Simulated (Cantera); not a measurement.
Feed: 1 mol Al, 12 mol HBr, at 35.0 Pa.

Method: chemical equilibrium by Gibbs-energy minimisation in Cantera with the NASA 1993 tables (ideal gas, pure condensed phases). Candidate condensed phases: Al, AlBr3, Br2; 11 gas species. The numbers say what is thermodynamically allowed, not how fast it happens.

x: gas mole fraction; nothing condenses.

```tsv
T (°C)	x HBr	x H2	x AlBr3	x Al2Br6	x Br	x Br2	x H
177	0.812	0.135	0.0155	0.0373	<1e-12	<1e-12	<1e-12
227	0.798	0.133	0.0505	0.0191	6.13e-12	5.88e-12	<1e-12
277	0.786	0.131	0.0793	0.00401	1.61e-10	5.82e-11	<1e-12
327	0.783	0.131	0.0858	0.000614	2.47e-9	3.99e-10	<1e-12
377	0.783	0.130	0.0867	0.000114	2.50e-8	2.05e-9	<1e-12
427	0.783	0.130	0.0869	2.67e-5	1.83e-7	8.37e-9	<1e-12
477	0.783	0.130	0.0869	7.65e-6	1.03e-6	2.84e-8	[?]
527	0.783	0.130	0.0870	2.59e-6	4.67e-6	8.32e-8	[?]
577	0.783	0.130	0.0870	1.00e-6	1.78e-5	2.15e-7	[?]
627	0.783	0.130	0.0870	4.33e-7	5.86e-5	5.00e-7	[?]
677	0.782	0.131	0.0869	2.06e-7	0.000170	1.07e-6	[?]
```

Q: Fill in the missing entries.

A: 
- 477, x H: 6.11e-12
- 527, x H: 5.59e-11
- 577, x H: 3.96e-10
- 627, x H: 2.26e-9
- 677, x H: 1.07e-8
